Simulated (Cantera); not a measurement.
Feed: 1 mol B, 12 mol NH3, 4.9 mol H2O, equilibrated at 1552 °C and 13.3 mbar.

These are equilibrium values from Cantera (NASA tables, ideal gas, pure condensed phases), not measurements of a reactor. Candidate condensed phases: B, BN, B2O3, B3O3H3, H2O; 39 gas species. Kinetics and transport are ignored.

Base state: H2 0.660, N2 0.204, H2O 0.0999, HBO2 0.0317, H 0.00310, B2O3 0.000779, HBO 0.000599, BO 4.87e-5 (mole fractions); condensed: gas only.

Q: What changes in the equilibrium state with this change: NH3 from 12 to 0.32 mol?

A: 
```csv
species,before,after
H2O,0.0999,0.484
H2,0.660,0.326
HBO2,0.0317,0.157
N2,0.204,0.0265
BO2,1.26e-5,8.90e-5
OH,3.28e-5,0.000226
B2O3,0.000779,0.00394
```
